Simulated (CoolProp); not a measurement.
Aqueous lithium chloride as a coolant, at 5 °C, 1 atm.

The numbers come from the Melinder's fits for secondary coolants in CoolProp.

```csv
mass %,freezing point (°C),cp (kJ/(kg K)),viscosity (mPa s),conductivity (W/(m K)),density (kg/m³)
2.7,-2.3,4.044,1.64,0.565,1016
4.6,-4.6,3.936,1.73,0.561,1027
6.6,-7.1,3.825,1.84,0.557,1039
8.5,-9.8,3.722,1.97,0.554,1050
10.4,-12.9,3.621,2.10,0.550,1061
12.4,-16.9,3.517,2.26,0.546,1073
14.3,-21.8,3.421,2.43,0.542,1084
16.2,-27.9,3.330,2.62,0.539,1096
18.2,-35.8,3.240,2.85,0.535,1108
20.1,-44.4,3.164,3.09,0.531,1120
22,-53.6,3.100,3.37,0.528,1132
24,-62.9,3.053,3.72,0.524,1145
```
